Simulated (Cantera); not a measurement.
Cantera run:

```python
import numpy as np
import cantera as ct

gas_names = """
    C CH CH2 CH3 CH2OH CH3O CH4 CH3OH CO COS CO2 COOH CS CS2 C2 C2H CHCO,ketyl C2H2,acetylene
    C2H2,vinylidene CH2CO,ketene C2H3,vinyl CH3CO,acetyl C2H4 C2H4O,ethylen CH3CHO,ethanal CH3COOH
    (HCOOH)2 C2H5 C2H6 CH3OCH3 C2H5OH C2O C3 C3H3,propargyl C3H4,allene C3H4,propyne C3H4,cyclo-
    C3H5,allyl C3H6,propylene C3H6,cyclo- C3H6O C3H7,n-propyl C3H7,i-propyl C3H8 C3H8O,1propanol
    C3H8O,2propanol C3O2 C4 C4H2 C4H4,1,3-cyclo- C4H6,butadiene C4H6,2-butyne C4H6,cyclo- C4H8,1-butene
    C4H8,cis2-buten C4H8,tr2-butene C4H8,isobutene C4H8,cyclo- (CH3COOH)2 C4H9,n-butyl C4H9,i-butyl
    C4H9,s-butyl C4H9,t-butyl C4H10,isobutane C4H10,n-butane C5 C5H6,1,3cyclo- C5H8,cyclo-
    C5H10,1-pentene C5H10,cyclo- C5H11,pentyl C5H11,t-pentyl C5H12,n-pentane C5H12,i-pentane
    CH3C(CH3)2CH3 C6H2 C6H5,phenyl C6H5O,phenoxy C6H6 C6H5OH,phenol C6H10,cyclo- C6H12,1-hexene
    C6H12,cyclo- C6H13,n-hexyl C7H7,benzyl C7H8 C7H8O,cresol C7H14,1-heptene C7H15,n-heptyl
    C7H16,n-heptane C8H8,styrene C8H10,ethylbenz C8H16,1-octene C8H17,n-octyl C8H18,isooctane
    C8H18,n-octane C9H19,n-nonyl C10H8,naphthale C10H21,n-decyl C12H9,o-bipheny C12H10,bipheny H HCO HO2
    H2 HCHO,formaldehy HCOOH H2O H2O2 H2S H2SO4 Mg MgH MgO MgOH MgO2H2 MgS Mg2 O OH O2 O3 S SH SO SO2
    SO3 S2 S2O S8
""".split()
cond_names = """
    C(gr) C6H6(L) C7H8(L) C8H18(L),n-octa H2O(s) H2O(L) H2SO4(L) Mg(cr) Mg(L) MgCO3(s) MgO(s) MgO(L)
    MgO2H2(s) MgS(s) MgSO4(s) MgSO4(L) S(cr1) S(cr2) S(L)
""".split()


def load(file, names, dense=False):
    # The tables refer to 1 bar. Condensed volumes are neglected.
    table = {s.name: s for s in ct.Species.list_from_file(file)}
    out = []
    for n in names:
        d = dict(table[n].input_data)
        d["thermo"] = dict(d["thermo"], **{"reference-pressure": 1e5})
        if dense:
            d["equation-of-state"] = {"model": "constant-volume", "density": "1e6 g/cm^3"}
        out.append(ct.Species.from_dict(d))
    return out


gas = ct.Solution(thermo="ideal-gas", species=load("nasa_gas.yaml", gas_names))
cond = {s.name: ct.Solution(thermo="fixed-stoichiometry", species=[s], name=s.name)
        for s in load("nasa_condensed.yaml", cond_names, dense=True)}
atoms = {
    'MgCO3': {'Mg': 1, 'C': 1, 'O': 3},
    'H2S': {'H': 2, 'S': 1},
    'CO2': {'C': 1, 'O': 2},
}
top_T = {'C(gr)': 4500, 'MgS(s)': 2250}  # K; cautious upper limits of use, not melting points


def equilibrate(T, P, feed):
    n = {}
    for name, mol in feed.items():
        for a, k in atoms[name].items():
            n[a] = n.get(a, 0.0) + k * mol
    gas.TPX = T, P, n
    mass = sum(n.values()) * gas.mean_molecular_weight
    gas.equilibrate("TP")
    valid = [c for c in cond.values() if c.min_temp <= T <= top_T.get(c.name, c.max_temp)]
    mix = ct.Mixture([(gas, mass / gas.mean_molecular_weight)] + [(c, 0.0) for c in valid])
    mix.T, mix.P = T, P
    mix.equilibrate("TP", solver="vcs", rtol=1e-11, max_steps=5000)
    return mix


results = []
feed = {'MgCO3': 1, 'H2S': 2, 'CO2': 3.2}  # mol
T = 1225  # K
P = 13332.2  # Pa
mix = equilibrate(T, P, feed)
results.append((T, P, feed, dict(zip(mix.species_names, mix.species_moles))))
print(gas.report(threshold=1e-06))
for i in range(1, mix.n_phases):
    print(f"{mix.phase(i).name:16s} {mix.phase_moles(i):12.5e} mol")
```

Output:

```
       temperature   1225 K
          pressure   13332 Pa
           density   0.048141 kg/m^3
  mean mol. weight   36.778 kg/kmol
   phase of matter   gas

                          1 kg             1 kmol
                     ---------------   ---------------
          enthalpy       -4.9876e+06       -1.8343e+08  J
   internal energy       -5.2645e+06       -1.9362e+08  J
           entropy            7938.3        2.9195e+05  J/K
    Gibbs function       -1.4712e+07       -5.4107e+08  J
 heat capacity c_p            1288.7             47396  J/K
 heat capacity c_v            1062.6             39082  J/K

                      mass frac. Y      mole frac. X     chem. pot. / RT
                     ---------------   ---------------   ---------------
                CO            0.1214            0.1594           -40.861
               COS          0.017408          0.010658           -51.842
               CO2           0.52705           0.44044           -70.706
               CS2        0.00012704        6.1369e-05           -32.977
                H2         0.0022276          0.040638           -23.251
               H2O          0.080754           0.16486           -53.097
               H2S           0.07886          0.085112           -34.232
                SH        0.00023842        0.00026517           -22.607
                SO        5.8114e-05        4.4472e-05           -40.827
               SO2         0.0043499         0.0024974           -70.673
                S2           0.16692          0.095743           -21.962
               S2O        0.00060626         0.0002783           -51.808
     [ +118 minor]        6.2219e-07        8.8111e-07

C(gr)             0.00000e+00 mol
Mg(L)             0.00000e+00 mol
MgO(s)            1.00000e+00 mol
MgS(s)            0.00000e+00 mol
MgSO4(s)          0.00000e+00 mol
S(L)              0.00000e+00 mol
```

Method: chemical equilibrium by Gibbs-energy minimisation in Cantera with the NASA 1993 tables (ideal gas, pure condensed phases). Gases not in the tables: S3 to S7.
